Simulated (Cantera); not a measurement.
A jet of CH4 : O2 : N2 = 0.033 : 0.11 : 0.79 (molar parts) at 300 K and 63.0 Torr hits a platinum plate 3.9 cm away at a mass flux of 0.17 kg/m²/s; the plate temperature is set and raised in steps from an oxygen-covered start.

Model: Deutschmann's 1995 Pt surface mechanism with GRI-Mech 3.0 gas chemistry, integrated in Cantera. Catalytic surfaces can have several steady states; this one follows from the mechanism file's or the stated starting coverage.

x: mole fraction at the wall; θ: surface coverage.

```json
[
 {"plate T (K)": "950", "wall x CH4": "0.0230", "wall x O2": "0.0916", "wall x H2O": "0.0230", "wall x OH": "8.21e-8", "wall x CO": "(withheld)", "wall x CO2": "0.0151", "θ free Pt": "0.282", "θ O*": "0.717", "θ OH*": "0.00108"},
 {"plate T (K)": "1000", "wall x CH4": "0.0187", "wall x O2": "0.0823", "wall x H2O": "0.0311", "wall x OH": "2.36e-7", "wall x CO": "1.39e-5", "wall x CO2": "0.0205", "θ free Pt": "0.357", "θ O*": "0.642", "θ OH*": "0.00111"},
 {"plate T (K)": "1050", "wall x CH4": "0.0151", "wall x O2": "0.0747", "wall x H2O": "0.0377", "wall x OH": "5.87e-7", "wall x CO": "(withheld)", "wall x CO2": "0.0249", "θ free Pt": "0.432", "θ O*": "0.567", "θ OH*": "0.00107"},
 {"plate T (K)": "1100", "wall x CH4": "0.0123", "wall x O2": "0.0689", "wall x H2O": "0.0426", "wall x OH": "1.31e-6", "wall x CO": "(withheld)", "wall x CO2": "0.0282", "θ free Pt": "0.504", "θ O*": "0.495", "θ OH*": "0.000984"},
 {"plate T (K)": "1150", "wall x CH4": "0.0103", "wall x O2": "0.0646", "wall x H2O": "0.0463", "wall x OH": "2.66e-6", "wall x CO": "(withheld)", "wall x CO2": "0.0306", "θ free Pt": "0.572", "θ O*": "0.427", "θ OH*": "0.000882"},
 {"plate T (K)": "1200", "wall x CH4": "0.00878", "wall x O2": "0.0615", "wall x H2O": "0.0489", "wall x OH": "5.01e-6", "wall x CO": "(withheld)", "wall x CO2": "0.0324", "θ free Pt": "0.634", "θ O*": "0.365", "θ OH*": "0.000776"},
 {"plate T (K)": "1250", "wall x CH4": "0.00767", "wall x O2": "0.0593", "wall x H2O": "0.0508", "wall x OH": "8.85e-6", "wall x CO": "(withheld)", "wall x CO2": "0.0336", "θ free Pt": "0.691", "θ O*": "0.308", "θ OH*": "0.000673"},
 {"plate T (K)": "1300", "wall x CH4": "0.00691", "wall x O2": "0.0579", "wall x H2O": "0.0520", "wall x OH": "1.48e-5", "wall x CO": "(withheld)", "wall x CO2": "0.0344", "θ free Pt": "0.742", "θ O*": "0.258", "θ OH*": "0.000578"}
]
```

**Question.** Some entries are withheld; supply them.

**Answer.** 
- 950, wall x CO: 1.25e-5
- 1050, wall x CO: 1.51e-5
- 1100, wall x CO: 1.65e-5
- 1150, wall x CO: 1.83e-5
- 1200, wall x CO: 2.06e-5
- 1250, wall x CO: 2.38e-5
- 1300, wall x CO: 2.83e-5
